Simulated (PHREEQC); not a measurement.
Make-up at 25 °C: 59 mmol/kgw HF, 0.26 mmol/kgw (NH4)2SiF6, 0.54 mmol/kgw H3AsO4 and 0.48 mmol/kgw HCl. Closed to the air; pH follows from the charge balance.

The numbers come from PHREEQC with the ion-association model, wateq4f.dat.

No solid was allowed to form.

Problem. What pH, ionic strength does the model give?

Solution. pH 2.21; ionic strength 0.00744 mol/kgw.

Problem. In which forms is As present?

Solution. H3AsO4 53 %, H2AsO4- 47 % of the As.

wateq4f.dat counts part of the HF as a dimer, H2F2, which phreeqc.dat doesn't know; its constant is uncertain. SiF6-2 is the database's only silicon fluoride.
